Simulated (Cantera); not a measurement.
A closed system holds: 1 mol SiCl4, a varied amount of HCl, 990 mol H2, held at 1848 K and 8.00 mbar.

These are equilibrium values from Cantera (NASA tables, ideal gas, pure condensed phases), not measurements of a reactor. Candidate condensed phases: Si; 19 gas species. Gases not in the tables: Si2H6 and higher silanes. Rates play no part.

Task: Which condensed phases are stable at each of these points (n(HCl) (mol)): 0.58, 1.1, 1.7, 2.3, 2.8, 3.4, 4, 4.5?

Result: 
```tsv
n(HCl) (mol)	condensed phases	Si condensed (%)
0.58	Si(l)	1.6
1.1	gas only	0.0
1.7	gas only	0.0
2.3	gas only	0.0
2.8	gas only	0.0
3.4	gas only	0.0
4	gas only	0.0
4.5	gas only	0.0
```

At 0.58 mol HCl the condensed part is Si(l). From 1.1 mol HCl to 4.5 mol HCl nothing is condensed.
